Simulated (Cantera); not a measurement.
Cantera run, input and output.

```python
import numpy as np
import cantera as ct

gas = ct.Solution("gri30.yaml")
gas.TPX = 1425, 101325, {'CH4': 1, 'O2': 2.47, 'N2': 9.28}
reactor = ct.IdealGasReactor(gas, energy="on", clone=False)
net = ct.ReactorNet([reactor])
net.rtol, net.atol = 1e-08, 1e-16
show = ['CH4', 'O2', 'CH3', 'N2O', 'CH2CO', 'H']
times = np.geomspace(5e-06, 0.7, 11)

steps = ct.SolutionArray(gas, extra=["t"])
rows = []
print(f"{'t/s':>10s}{'T/K':>9s}{'P/Pa':>11s}" + "".join(f"{s:>11s}" for s in show))
for t in times:
    while net.time < t:
        t_next = net.step()
        steps.append(gas.state, t=t_next)
    rows.append([np.interp(t, steps.t, y) for y in (steps.T, steps.P, *steps(*show).X.T)])
    print(f"{t:10.3e}{rows[-1][0]:9.1f}{rows[-1][1]:11.4g}" + "".join(f"{x:11.3e}" for x in rows[-1][2:]))
rate = np.gradient(steps.T, steps.t)
print("integrator steps:", len(steps.t))
if steps.T.max() > steps.T[0] + 200:
    print(f"time of steepest temperature rise: {steps.t[rate.argmax()]:.4e} s")
gas.TPX = 1425, 101325, {'CH4': 1, 'O2': 2.47, 'N2': 9.28}
gas.equilibrate("UV")
print(f"equilibrium (UV): T = {gas.T:.1f} K  " + "  ".join(f"{s} {gas[s].X[0]:.3e}" for s in show))
```

It prints:

```
       t/s      T/K       P/Pa        CH4         O2        CH3        N2O      CH2CO          H
 5.000e-06   1425.0  1.013e+05  7.843e-02  1.937e-01  1.830e-07  9.558e-14  5.868e-21  2.349e-09
 1.635e-05   1425.0  1.013e+05  7.843e-02  1.937e-01  6.430e-07  7.112e-13  2.635e-18  2.707e-09
 5.348e-05   1425.0  1.013e+05  7.843e-02  1.937e-01  2.489e-06  6.306e-12  1.267e-15  4.183e-09
 1.749e-04   1425.0  1.013e+05  7.841e-02  1.937e-01  1.280e-05  5.436e-11  1.287e-12  1.334e-08
 5.720e-04   1425.6  1.014e+05  7.821e-02  1.936e-01  7.666e-05  3.354e-10  3.303e-09  9.117e-08
 1.871e-03   1457.1  1.037e+05  7.294e-02  1.899e-01  3.521e-04  5.268e-09  7.740e-06  2.610e-06
 6.119e-03   2805.7  2.061e+05  8.163e-16  3.905e-02  7.876e-15  1.141e-06  1.297e-17  5.894e-03
 2.001e-02   2805.6  2.061e+05  8.164e-16  3.904e-02  7.876e-15  1.142e-06  1.297e-17  5.893e-03
 6.544e-02   2805.6  2.061e+05  8.164e-16  3.904e-02  7.876e-15  1.142e-06  1.297e-17  5.893e-03
 2.140e-01   2805.6  2.061e+05  8.164e-16  3.904e-02  7.876e-15  1.142e-06  1.297e-17  5.893e-03
 7.000e-01   2805.6  2.061e+05  8.164e-16  3.904e-02  7.876e-15  1.142e-06  1.297e-17  5.893e-03
integrator steps: 2018
time of steepest temperature rise: 2.2359e-03 s
equilibrium (UV): T = 2805.6 K  CH4 1.108e-15  O2 3.904e-02  CH3 1.069e-14  N2O 1.142e-06  CH2CO 1.435e-17  H 5.893e-03
```

Cantera simulation using GRI-Mech 3.0 (53 species, 325 reactions); the numbers are that mechanism's predictions, not measurements.
